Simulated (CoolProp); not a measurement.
Saturated liquid density (kg/m³) of CH2F2 (R32): the reference equation beside estimates from Tc = 351.3 K, pc = 5.783 MPa, ω = 0.277.

Computed with CoolProp (reference Helmholtz-energy equation of state, Tillner-Roth 1997).

```json
[
 {"T (K)": "237.6", "reference": "1167", "van der Waals": "599.8", "Redlich-Kwong": "873.3"},
 {"T (K)": "247.3", "reference": "1138", "van der Waals": "585.9", "Redlich-Kwong": "848.7"},
 {"T (K)": "257", "reference": "1109", "van der Waals": "571.2", "Redlich-Kwong": "822.6"},
 {"T (K)": "266.7", "reference": "1077", "van der Waals": "555.7", "Redlich-Kwong": "794.8"},
 {"T (K)": "276.4", "reference": "1044", "van der Waals": "539.2", "Redlich-Kwong": "765.1"},
 {"T (K)": "286.1", "reference": "1009", "van der Waals": "521.4", "Redlich-Kwong": "733.1"},
 {"T (K)": "295.8", "reference": "970.7", "van der Waals": "502.2", "Redlich-Kwong": "698.5"},
 {"T (K)": "305.5", "reference": "929.2", "van der Waals": "481.1", "Redlich-Kwong": "660.6"},
 {"T (K)": "315.1", "reference": "883.2", "van der Waals": "457.9", "Redlich-Kwong": "618.9"}
]
```

Absolute difference from the reference over all 9 rows, mean and median: van der Waals 48.4 and 48.4 %, Redlich-Kwong 27.1 and 26.7 %.
